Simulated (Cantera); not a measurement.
# Thermodynamics of silicon carbide growth, feed SiCl₄ + C₃H₈ + H₂

Input: 1 mol SiCl₄, 0.4 mol C₃H₈, a varied amount of H₂, at 1075 K and 0.0410 bar.

These are equilibrium values from Cantera (NASA tables, ideal gas, pure condensed phases), not measurements of a reactor. Candidate condensed phases: C, C₆H₆, C₇H₈, C₈H₁₈, Si, SiC; 109 gas species. The tables' values for SiCl₃ are old estimates; treat these amounts as uncertain. Kinetics and transport are ignored.

| n(H₂) (mol) | log p H₂ | log p HCl | log p SiCl₄ | log p SiHCl₃ | log p CH₄ | n C(graphite) | n SiC(s) |
|---|---|---|---|---|---|---|---|
| 6.1 | -1.53 | -2.05 | -2.66 | -4.04 | -4.40 | 0.703 | 0.488 |
| 13 | -1.48 | -2.15 | -3.15 | -4.38 | -4.31 | 0.486 | 0.695 |
| 27 | -1.44 | -2.32 | -3.88 | -4.91 | -4.23 | 0.266 | 0.891 |
| 56 | -1.42 | -2.57 | -4.94 | -5.69 | -4.18 | 0.125 | 0.979 |
| 120 | -1.40 | -2.88 | -6.19 | -6.62 | -4.17 | 0 | 0.997 |
| 250 | -1.39 | -3.19 | -7.12 | -7.23 | -4.49 | 0 | 0.999 |
| 520 | -1.39 | -3.50 | -8.06 | -7.85 | -4.80 | 0 | 0.999 |
log p: log10 of the partial pressure in bar; n: condensed amount in mol.

From 6.1 mol H₂ to 56 mol H₂ the condensed part is C(graphite) + SiC(s). From 120 mol H₂ to 520 mol H₂ the condensed part is SiC(s). The main Si-bearing gas is SiCl₄ at 6.1 mol H₂ and SiCl₂ at 520 mol H₂.
